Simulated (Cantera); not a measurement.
Feed: 1 mol C6H6, 0.16 mol CO2, 4 mol H2, 0.18 mol NH3, equilibrated at 1377 °C and 12000 Torr.

Method: chemical equilibrium by Gibbs-energy minimisation in Cantera with the NASA 1993 tables (ideal gas, pure condensed phases). Equilibrium is a limit: real reactors are often held back by kinetics, nucleation or transport.

| species | before | after |
|---|---|---|
| H2 | 0.927 | 0.894 |
| CO | 0.0420 | 0.0689 |
| N2 | 0.0118 | 0.0193 |
| CH4 | 0.0183 | 0.0170 |
| CO2 | 5.66e-6 | 1.52e-5 |
| H2O | 0.000401 | 0.000634 |
| HCN | 0.000288 | 0.000363 |
| NH3 | 6.36e-5 | 7.72e-5 |
| C2H4 | 4.57e-5 | 4.24e-5 |
| C2H2 (acetylene) | 4.23e-5 | 4.08e-5 |
| C(graphite), mol | 5.70 | 0.762 |
Gas species are given as mole fractions.

Problem. What was changed between the two runs?
A) CO2 from 0.16 to 0.079 mol
B) pressure from 12000 Torr to 10.0 Torr
C) pressure from 12000 Torr to 75.0 Torr
D) C6H6 replaced by C

Solution. D, C6H6 replaced by C
